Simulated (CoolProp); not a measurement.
Vapour-liquid equilibrium of R125 (1) + R115 (2) at 179.8 K; x and y are mole fractions of (1).

The numbers come from the multi-fluid Helmholtz-energy mixture model, Lemmon 2005 and Lemmon 2016; pair parameters Bell 2016 in CoolProp.

| x | bubble pressure (MPa) | y at the bubble point | dew pressure at overall composition x (MPa) | liquid density (mol/L) |
|---|---|---|---|---|
| 0.05 | 0.004273 | 0.167 | 0.003881 | 11.27 |
| 0.2 | 0.005312 | 0.414 | 0.004393 | 11.58 |
| 0.35 | 0.005833 | 0.528 | 0.005017 | 11.92 |
| 0.5 | 0.006092 | 0.602 | ? | 12.30 |
| 0.65 | 0.006198 | 0.669 | 0.006182 | 12.72 |
| 0.8 | 0.006148 | ? | 0.006069 | 13.18 |
| 0.95 | ? | 0.911 | 0.005680 | ? |

Question: Fill in the missing entries.

Answer: 
- 0.5, dew pressure at overall composition x (MPa): 0.005714
- 0.8, y at the bubble point: 0.756
- 0.95, bubble pressure (MPa): 0.005790
- 0.95, liquid density (mol/L): 13.70

y crosses x between x = 0.65 and 0.8: the model has an azeotrope there.

Pair parameters are fitted to limited data, so mixtures are less certain than the pure fluids.
